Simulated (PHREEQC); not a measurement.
Make-up at 80 °C: 0.013 mol/kgw NaOH, 0.0015 mol/kgw CO2 and 0.0036 mol/kgw Na2CO3. Closed to the air; pH follows from the charge balance.

All values are PHREEQC results (Pitzer model, pitzer.dat), not measurements.

Q: The ionic strength comes out as 0.0244 mol/kgw. What activity coefficients do OH-, Na+, CO3-2, HCO3- get?

A: OH- 0.85, Na+ 0.84, CO3-2 0.51, HCO3- 0.89. Single-ion values are on the MacInnes scale.

Precipitation was switched off in this run. Constants without temperature data keep their 25 °C values here.
